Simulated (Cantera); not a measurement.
An isothermal, constant-pressure homogeneous reactor starts with NO : N2 = 1 : 0.36 (molar parts), at 2025 K and 0.0150 bar.

Computed with Cantera and GRI-Mech 3.0 (53 species, 325 reactions). Radical loss at walls, strong at low pressure, is not modelled.

Predict: x(NO) at 2.00 s; x(N2O) at 2.00 s; x(N2) at 2.00 s; x(O2) at 2.00 s; x(O) at 2.00 s; x(NO2) at 2.00 s.


```
Property                                           Result
----------------  ---------------------------------------
x(NO) at 2.00 s     0.602 (gas-phase equilibrium 0.00961)
x(N2O) at 2.00 s  9.91e-5 (gas-phase equilibrium 5.89e-8)
x(N2) at 2.00 s       0.330 (gas-phase equilibrium 0.626)
x(O2) at 2.00 s      0.0650 (gas-phase equilibrium 0.360)
x(O) at 2.00 s    0.00197 (gas-phase equilibrium 0.00399)
x(NO2) at 2.00 s  6.39e-5 (gas-phase equilibrium 2.55e-6)
```
